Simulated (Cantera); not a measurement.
A Cantera script and its output.

```python
import numpy as np
import cantera as ct

gas = ct.Solution("h2o2.yaml")
gas.TPX = 1150, 2000, {'H2': 0.15, 'O2': 1}
reactor = ct.IdealGasConstPressureReactor(gas, energy="off", clone=False)
net = ct.ReactorNet([reactor])
net.rtol, net.atol = 1e-08, 1e-18
show = ['H2', 'O2', 'H2O2', 'HO2', 'O', 'H']
times = np.geomspace(3e-05, 20, 13)

steps = ct.SolutionArray(gas, extra=["t"])
rows = []
print(f"{'t/s':>10s}{'T/K':>9s}{'P/Pa':>11s}" + "".join(f"{s:>11s}" for s in show))
for t in times:
    while net.time < t:
        t_next = net.step()
        steps.append(gas.state, t=t_next)
    rows.append([np.interp(t, steps.t, y) for y in (steps.T, steps.P, *steps(*show).X.T)])
    print(f"{t:10.3e}{rows[-1][0]:9.1f}{rows[-1][1]:11.4g}" + "".join(f"{x:11.3e}" for x in rows[-1][2:]))
rate = np.gradient(steps.T, steps.t)
print("integrator steps:", len(steps.t))
if steps.T.max() > steps.T[0] + 200:
    print(f"time of steepest temperature rise: {steps.t[rate.argmax()]:.4e} s")
gas.TPX = 1150, 2000, {'H2': 0.15, 'O2': 1}
gas.equilibrate("TP")
print(f"equilibrium (TP): T = {gas.T:.1f} K  " + "  ".join(f"{s} {gas[s].X[0]:.3e}" for s in show))
```

Result:

```
       t/s      T/K       P/Pa         H2         O2       H2O2        HO2          O          H
 3.000e-05   1150.0       2000  1.304e-01  8.696e-01  2.637e-13  1.749e-09  4.975e-10  1.485e-09
 9.172e-05   1150.0       2000  1.304e-01  8.696e-01  2.468e-12  5.370e-09  4.139e-09  5.922e-09
 2.804e-04   1150.0       2000  1.304e-01  8.696e-01  2.351e-11  1.735e-08  1.029e-07  1.156e-07
 8.572e-04   1150.0       2000  1.289e-01  8.686e-01  4.504e-09  3.616e-06  5.285e-04  5.898e-04
 2.621e-03   1150.0       2000  4.150e-03  8.019e-01  3.204e-07  1.172e-05  4.758e-02  2.982e-02
 8.012e-03   1150.0       2000  1.951e-03  8.358e-01  3.914e-07  1.129e-05  2.094e-02  8.645e-03
 2.449e-02   1150.0       2000  3.358e-04  8.562e-01  3.445e-07  6.667e-06  3.502e-03  5.747e-04
 7.489e-02   1150.0       2000  3.451e-05  8.599e-01  1.630e-07  1.803e-06  3.660e-04  1.931e-05
 2.289e-01   1150.0       2000  4.369e-06  8.603e-01  5.761e-08  3.526e-07  4.815e-05  9.242e-07
 6.999e-01   1150.0       2000  7.821e-07  8.604e-01  1.941e-08  7.716e-08  8.936e-06  7.389e-08
 2.140e+00   1150.0       2000  1.797e-07  8.604e-01  6.505e-09  2.089e-08  2.104e-06  8.438e-09
 6.542e+00   1150.0       2000  4.821e-08  8.605e-01  2.179e-09  8.373e-09  5.727e-07  1.197e-09
 2.000e+01   1150.0       2000  1.458e-08  8.605e-01  7.574e-10  6.895e-09  1.746e-07  2.017e-10
integrator steps: 2038
equilibrium (TP): T = 1150.0 K  H2 4.600e-09  O2 8.605e-01  H2O2 2.750e-10  HO2 9.604e-09  O 5.488e-08  H 3.602e-11
```

Computed with Cantera and the H2/O2 subset of GRI-Mech 3.0, which has no nitrogen chemistry. Radical loss at walls, strong at low pressure, is not modelled. The temperature is held fixed by assumption; the heat of reaction is taken as removed at once.
